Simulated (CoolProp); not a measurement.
Vapour pressure (MPa) of nitrogen: the reference equation beside estimates from Tc = 126.2 K, pc = 3.396 MPa, ω = 0.037.

The numbers come from the reference Helmholtz-energy equation of state, Span 2000 in CoolProp.

| T (K) | reference | Lee-Kesler | Soave-Redlich-Kwong |
|---|---|---|---|
| 73.5 | 0.06268 | 0.06221 | 0.06163 |
| 77.6 | 0.1043 | 0.1038 | 0.1031 |
| 81.6 | 0.1625 | 0.1621 | 0.1614 |
| 85.7 | 0.2447 | 0.2445 | 0.2440 |
| 89.8 | 0.3543 | 0.3545 | 0.3547 |
| 93.8 | 0.4924 | 0.4928 | 0.4946 |
| 97.9 | 0.6708 | 0.6712 | 0.6758 |
| 102 | 0.8917 | 0.8916 | 0.9004 |
| 106 | 1.153 | 1.152 | 1.167 |
| 110.1 | 1.474 | 1.472 | 1.493 |
| 114.1 | 1.845 | 1.842 | 1.868 |
| 118.2 | 2.291 | 2.288 | 2.316 |
| 122.3 | 2.814 | 2.813 | 2.834 |

Absolute difference from the reference over all 13 rows, mean and median: Lee-Kesler 0.2 and 0.1 %, Soave-Redlich-Kwong 0.9 and 1.0 %.
